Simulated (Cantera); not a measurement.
What does this Cantera script print?

```python
import numpy as np
import cantera as ct

gas_names = """
    H2O2 H
""".split()
cond_names = """
    Cr(cr) Cr(L) Cr2O3(s) Cr2O3(L)
""".split()


# ... load() reads the species with a 1 bar reference pressure and builds the phases ...
species = {s.name: s for s in load("nasa_gas.yaml", gas_names) + load("nasa_condensed.yaml", cond_names)}
# Each term lists the table entries of one substance; the one whose range holds T is used.
reactions = {
    '3 H2O2(g) + 4 Cr = 2 Cr2O3 + 6 H(g)':
        [(-3, ['H2O2']), (-4, ['Cr(cr)', 'Cr(L)']), (2, ['Cr2O3(s)', 'Cr2O3(L)']), (6, ['H'])],
}


def pick(names, T):
    return next(species[n] for n in names if species[n].thermo.min_temp <= T <= species[n].thermo.max_temp)


results = []
for label, terms in reactions.items():
    print(label)
    print("     T/K   dH/kJ  dS/(J/K)   dG/kJ   log10 K")
    for T in [300, 1598, 1623, 1648, 1673, 1698, 1723, 1748, 1773, 1798]:
        used = [(nu, pick(names, T)) for nu, names in terms]
        dH = sum(nu * s.thermo.h(T) for nu, s in used) / 1e6
        dS = sum(nu * s.thermo.s(T) for nu, s in used) / 1e3
        dG = dH - T * dS / 1e3
        logK = -dG * 1e6 / (ct.gas_constant * T * np.log(10))
        results.append((label, T, dH, dS, dG, logK, [s.name for _, s in used]))
        print(f"{T:8g} {dH:8.1f} {dS:8.1f} {dG:8.1f} {logK:8.2f}")
```

Result:

```
3 H2O2(g) + 4 Cr = 2 Cr2O3 + 6 H(g)
     T/K   dH/kJ  dS/(J/K)   dG/kJ   log10 K
     300   -553.0     50.8   -568.2    98.94
    1598   -466.7    188.1   -767.2    25.08
    1623   -466.5    188.2   -771.9    24.84
    1648   -466.4    188.2   -776.6    24.62
    1673   -466.4    188.3   -781.3    24.39
    1698   -466.4    188.2   -786.0    24.18
    1723   -466.5    188.2   -790.8    23.97
    1748   -466.6    188.1   -795.5    23.77
    1773   -466.8    188.0   -800.2    23.57
    1798   -467.1    187.9   -804.9    23.38
```

Cantera with NASA thermochemical tables; ideal gases at 1 bar, condensed phases pure. Condensed species are held in their standard states even where they would react or evaporate.
